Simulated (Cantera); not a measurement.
Mixture: 3.39 % CH₄, 11.5 % O₂, 81.4 % N₂, 3.73 % H₂O, at 4.93 atm, adiabatic and at constant volume. Ignition delay is the time to a rise of 400 K.

Detailed kinetics in Cantera: GRI-Mech 3.0 (53 species, 325 reactions).

### Question
Predict: delay at 1300 K; delay at 1500 K; delay at 1700 K; delay at 1900 K; delay at 2100 K; apparent activation energy between 2000 and 2200 K.

### Answer
| Property | Value |
|---|---|
| delay at 1300 K | 4.19 ms |
| delay at 1500 K | 0.490 ms |
| delay at 1700 K | 80.3 µs |
| delay at 1900 K | 20.4 µs |
| delay at 2100 K | 8.23 µs |
| apparent activation energy between 2000 and 2200 K | 120 kJ/mol |
